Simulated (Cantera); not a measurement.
Input: 1 mol Al2O3, 1.3 mol N2, at 1200 K and 0.000360 bar.

Equilibrium computed with Cantera from the NASA thermochemical tables; the gas is ideal and each condensed phase is pure. Candidate condensed phases: Al, AlN, Al2O3; 16 gas species. Rates play no part.

Base state: N2 1.00 (mole fractions); condensed: Al2O3(s).

### Question
What changes in the equilibrium state with this change: temperature from 1200 K to 2475 K?

### Answer
```json
[
 {"species": "N2", "before": "1.00", "after": "0.952"},
 {"species": "O", "before": "<1e-9", "after": "0.0232"},
 {"species": "Al", "before": "<1e-9", "after": "0.0136"},
 {"species": "AlO", "before": "<1e-9", "after": "0.00687"},
 {"species": "NO", "before": "<1e-9", "after": "0.00181"},
 {"species": "Al2O3(s), mol", "before": "1.00", "after": "0"},
 {"species": "Al2O3(l), mol", "before": "0", "after": "0.984"}
]
```
